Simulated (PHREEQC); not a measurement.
A solution holds 0.00097 mol BaBr2, 0.00025 mol TMAH and 0.00024 mol H4SiO4 per kg of water, at 25 °C. Closed to the air; pH follows from the charge balance.

The numbers come from PHREEQC with the ion-association model, phreeqc.dat.

This is a speciation only: nothing precipitates in the calculation.

Predict the pH.

pH 9.99.

In which forms is Si present?

H3SiO4- 60 %, H4SiO4 40 % of the Si.

(CH3)4N+ isn't in the database: it is added as a free cation with an ion size of 4 Å.
